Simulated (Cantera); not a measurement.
Equilibrium for tantalum, niobium, vanadium and zirconium in process gases: Ta(OEt)5 + CO2 + H2

Feed: 1 mol Ta(OEt)5, 3.3 mol CO2, 8.8 mol H2, at 6100 Pa.

Cantera equilibrium calculation (NASA polynomials, part measured and part estimated; ideal gas, pure solids and liquids). Candidate condensed phases: C, C6H6, C7H8, C8H18, H2O, Ta, TaC, Ta2O5; 113 gas species. The feed counts by its element totals alone. TaC: taken at fixed stoichiometry. Condensed phases not in the tables: Ta2C. The numbers say what is thermodynamically allowed, not how fast it happens.

```csv
T (K),x H2,x CO,x H,x C2H2 (acetylene),x C2H,n C(graphite),n TaC(s)
1750,0.647,0.352,0.000757,7.43e-5,6.13e-10,0.695,1.00
1900,0.645,0.352,0.00258,0.000246,1.29e-8,0.683,1.00
2050,0.641,0.351,0.00735,0.000680,1.72e-7,0.655,1.00
2200,0.631,0.349,0.0181,0.00162,1.61e-6,0.592,1.00
2350,0.611,0.346,0.0395,0.00337,1.11e-5,0.471,1.00
2500,0.577,0.339,0.0773,0.00625,6.01e-5,0.263,1.00
2650,0.524,0.328,0.137,0.00939,0.000238,0,1.00
2800,0.454,0.313,0.223,0.00837,0.000519,0,1.00
```
x: gas mole fraction; n: condensed amount in mol.

From 1750 K to 2500 K the condensed part is C(graphite) + TaC(s). From 2650 K to 2800 K the condensed part is TaC(s).
